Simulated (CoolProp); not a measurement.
Computed with CoolProp (reference Helmholtz-energy equation of state, Thol 2019).

### Question
For n-hexane, give the phase and the density (kg/m³), cv (kJ/(kg K)), viscosity (µPa s) at 528.8 K and 6760 kPa; 528.8 K and 20300 kPa.

### Answer
- 528.8 K and 6760 kPa: supercritical; density 383, cv 2.67, viscosity 52.5
- 528.8 K and 20300 kPa: supercritical; density 481, cv 2.64, viscosity 85.6

Viscosity comes from a separate model (Michailidou 2013).
